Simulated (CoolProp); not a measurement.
Aqueous magnesium chloride as a coolant, 4 % by mass, freezing at -2.3 °C, 1 atm.

Values from CoolProp's Melinder's fits for secondary coolants.

| T (°C) | viscosity (mPa s) | cp (kJ/(kg K)) | conductivity (W/(m K)) | Prandtl number |
|---|---|---|---|---|
| 3.3 | 1.91 | 3.940 | 0.560 | 13.4 |
| 9.9 | 1.55 | 3.943 | 0.572 | 10.7 |
| 16.5 | 1.29 | 3.949 | 0.584 | 8.76 |
| 23.1 | 1.10 | 3.954 | 0.595 | 7.33 |
| 29.8 | 0.951 | 3.961 | 0.605 | 6.22 |
| 36.4 | 0.828 | 3.967 | 0.615 | 5.34 |
